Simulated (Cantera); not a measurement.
What does this Cantera script print?

```python
import numpy as np
import cantera as ct

gas = ct.Solution("gri30.yaml")
gas.TPX = 2475, 1500, {'CH4': 0.0038, 'H2': 1, 'CO2': 0.014}
inlet = ct.Reservoir(gas, clone=True)

reactor = ct.IdealGasConstPressureReactor(gas, energy="off", clone=False)
exhaust = ct.Reservoir(gas, clone=True)
tau = [1.2, 0.32, 0.084, 0.022, 0.0058, 0.0015, 0.0004, 0.0001][0]
for a, b in ((inlet, reactor), (reactor, exhaust)):
    ct.MassFlowController(a, b, mdot=lambda t: reactor.mass / tau)
net = ct.ReactorNet([reactor])
show = ['CH4', 'H2', 'CO2', 'C2H6', 'H2O2', 'CH2']

rows = []
print(f"{'tau/s':>10s}{'T/K':>9s}" + "".join(f"{s:>11s}" for s in show))
for tau in [1.2, 0.32, 0.084, 0.022, 0.0058, 0.0015, 0.0004, 0.0001]:
    net.initial_time = 0.0
    net.advance(30 * tau)
    before = gas.X
    net.advance(40 * tau)
    drift = np.max(np.abs(gas.X - before) / (gas.X + 1e-9))
    rows.append([gas.T, *gas[show].X, drift])
    print(f"{tau:10.3e}{gas.T:9.1f}" + "".join(f"{x:11.3e}" for x in gas[show].X))
```

It prints:

```
     tau/s      T/K        CH4         H2        CO2       C2H6       H2O2        CH2
 1.200e+00   2475.0  8.377e-07  8.488e-01  2.950e-05  2.130e-14  2.261e-12  4.857e-07
 3.200e-01   2475.0  2.267e-05  9.025e-01  3.787e-05  1.091e-11  1.083e-12  3.953e-06
 8.400e-02   2475.0  2.328e-04  9.319e-01  9.291e-05  7.489e-10  6.532e-13  1.250e-05
 2.200e-02   2475.0  8.520e-04  9.446e-01  3.915e-04  6.797e-09  5.119e-13  1.911e-05
 5.800e-03   2475.0  2.138e-03  9.554e-01  2.021e-03  2.474e-08  3.345e-13  1.735e-05
 1.500e-03   2475.0  3.263e-03  9.713e-01  8.668e-03  1.605e-08  2.020e-13  4.206e-06
 4.000e-04   2475.0  3.589e-03  9.801e-01  1.316e-02  2.745e-09  6.895e-14  4.751e-07
 1.000e-04   2475.0  3.682e-03  9.820e-01  1.371e-02  3.692e-10  1.683e-14  5.818e-08
```

Model: GRI-Mech 3.0 (53 species, 325 reactions), integrated in Cantera. Radical loss at walls, strong at low pressure, is not modelled.
